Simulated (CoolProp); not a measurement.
The fluid at 293.15 K and 0.00539 MPa is compressed adiabatically to 0.017 MPa with isentropic efficiency 0.8. The same conditions are run with several fluids, on thermodynamics alone (safety and materials aside).

Model: reference Helmholtz-energy equation of state of each fluid (isohexane: Lemmon 2006; R245ca: Zhou 2016; R123: Younglove 1994; sulfur dioxide: Gao 2016; R13: Platzer 1990), in CoolProp. The equations of Platzer and Polt are older, rougher fits.

```csv
fluid,work (kJ/kg),final temperature (K),final density (kg/m³)
isohexane,41.7,318.3,0.559
R245ca,27.1,323.1,0.852
R123,23.9,328.2,0.957
sulfur dioxide,61.5,388.4,0.338
R13,35.9,347.3,0.616
```
